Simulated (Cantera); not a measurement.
Charge: 1 mol SiH2Cl2, 0.53 mol O3, 2.9 mol N2, equilibrated at 1898 K and 0.500 bar.

These are equilibrium values from Cantera (NASA tables, ideal gas, pure condensed phases), not measurements of a reactor. Candidate condensed phases: H2O, NH4Cl, Si, SiO2, Si2N2O, Si3N4; 47 gas species. The tables' values for SiCl3 are old estimates; treat these amounts as uncertain. The tables hold silica as quartz up to 1696 K and as liquid above; real silica turns to tridymite and cristobalite and melts near 1996 K. Rates play no part.

Base state: N2 0.588, HCl 0.319, H2 0.0430, SiCl2 0.0222, SiO 0.0142, SiCl3 0.00810, SiCl4 0.00401, Cl 0.00128 (mole fractions); condensed: SiO2(condensed).

### Question
What changes in the equilibrium state with this change: N2 from 2.9 to 17 mol?

### Answer
```csv
species,before,after
N2,0.588,0.887
HCl,0.319,0.0896
SiO,0.0142,0.00940
H2,0.0430,0.00731
SiCl2,0.0222,0.00450
SiHCl3,0.000170,9.69e-6
SiCl4,0.00401,0.000377
SiCl3,0.00810,0.00112
H2O,8.08e-5,2.08e-5
H,0.000229,9.45e-5
"SiO2(condensed), mol",0.760,0.705
```
